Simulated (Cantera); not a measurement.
Standard-state values (1 bar) from the NASA 1993 polynomials, evaluated with Cantera. Values are per mole of reaction as written; species without (g) are pure solids or liquids, kept so even where they would boil at 1 bar.

Task: Between 1000 and 1800 K, where is each reaction favourable under standard conditions?
- 3 NO(g) + CrO3(g) = Cr + 3 NO2(g)

Result: 
- 3 NO(g) + CrO3(g) = Cr + 3 NO2(g): ΔG° is 278 kJ at 1000 K and 399 kJ at 1800 K; it stays positive (K < 1). ΔH° is 138 kJ and ΔS° -145 J/K at 1800 K.
